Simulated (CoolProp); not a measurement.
Properties of R141b at several states.

Model: reference Helmholtz-energy equation of state, Lemmon 2006, in CoolProp. It is a short technical equation, of lower accuracy than the large ones.

| T (K) | p (MPa) | phase | cv (kJ/(kg K)) | speed of sound (m/s) | Prandtl number |
|---|---|---|---|---|---|
| 309 | 3.89 | liquid | ? | 804.8 | 4.90 |
| 327.4 | 0.847 | liquid | 0.8316 | ? | ? |
| 307.7 | 0.164 | liquid | ? | 785.7 | ? |

Task: Complete the blanks.

Result: 
- 309, cv (kJ/(kg K)): 0.8161
- 327.4, speed of sound (m/s): 718.5
- 327.4, Prandtl number: 4.31
- 307.7, cv (kJ/(kg K)): 0.8141
- 307.7, Prandtl number: 4.85

Viscosity comes from a separate model (Huber 2003), an estimate that may be off by 10 % or more. Thermal conductivity comes from a separate model (Huber 2003), an estimate that may be off by 10 % or more.
